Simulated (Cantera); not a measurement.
Equilibrium for abatement and gas-phase synthesis: PH3 + O2 + H2

Input: 1 mol PH3, 0.031 mol O2, 0.38 mol H2, equilibrated at 82500 Torr.

Cantera equilibrium calculation (NASA polynomials, part measured and part estimated; ideal gas, pure solids and liquids). Candidate condensed phases: H2O, P, P4O10; 17 gas species. The ideal-gas law is rough above about 30 bar. Gases not in the tables: HPO2, HPO3 and P4O6. Rates play no part.

| T (°C) | x H2 | x P2 | x P4 | x H | x H2O | x PH | x PO | x P |
|---|---|---|---|---|---|---|---|---|
| 1427 | 0.818 | 0.0690 | 0.0776 | 1.27e-5 | 0.0282 | 2.51e-5 | 8.97e-5 | 7.41e-7 |
| 1627 | 0.796 | 0.122 | 0.0481 | 6.75e-5 | 0.0270 | 0.000111 | 0.000359 | 6.27e-6 |
| 1827 | 0.779 | 0.165 | 0.0239 | 0.000262 | 0.0257 | 0.000344 | 0.00100 | 3.27e-5 |
| 2027 | 0.770 | 0.188 | 0.0107 | 0.000810 | 0.0241 | 0.000827 | 0.00214 | 0.000121 |
| 2227 | 0.765 | 0.197 | 0.00480 | 0.00210 | 0.0221 | 0.00168 | 0.00380 | 0.000352 |
| 2427 | 0.762 | 0.199 | 0.00231 | 0.00473 | 0.0198 | 0.00303 | 0.00587 | 0.000864 |
| 2627 | 0.757 | 0.198 | 0.00119 | 0.00954 | 0.0173 | 0.00501 | 0.00816 | 0.00186 |
| 2827 | 0.749 | 0.194 | 0.000658 | 0.0175 | 0.0148 | 0.00770 | 0.0104 | 0.00363 |
| 3027 | 0.737 | 0.189 | 0.000382 | 0.0299 | 0.0125 | 0.0111 | 0.0125 | 0.00649 |
| 3227 | 0.719 | 0.182 | 0.000230 | 0.0477 | 0.0103 | 0.0153 | 0.0142 | 0.0108 |
x: gas mole fraction; nothing condenses.

From 1427 °C to 3227 °C nothing is condensed.
